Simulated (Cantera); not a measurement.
Feed: 1 mol FeS₂, 1.7 mol O₂, 0.06 mol CO₂, at 7.20 bar.

These are equilibrium values from Cantera (NASA tables, ideal gas, pure condensed phases), not measurements of a reactor. Candidate condensed phases: C, Fe, Fe(CO)₅, FeO, FeS, FeSO₄, FeS₂, Fe₂O₃, Fe₂(SO₄)₃, Fe₃O₄, S; 25 gas species. Mutual solubility and eutectic melting of coexisting phases are not modelled. FeS: taken at fixed stoichiometry. Kinetics and transport are ignored.

### Question
At 1425 K, list the 6 most abundant gas species with their mole fractions, and the condensed phases.

### Answer
SO₂ 0.887, S₂ 0.0618, CO₂ 0.0389, S₂O 0.00971, SO 0.00148, CO 0.000989. Condensed: FeS(s) + Fe₃O₄(s).
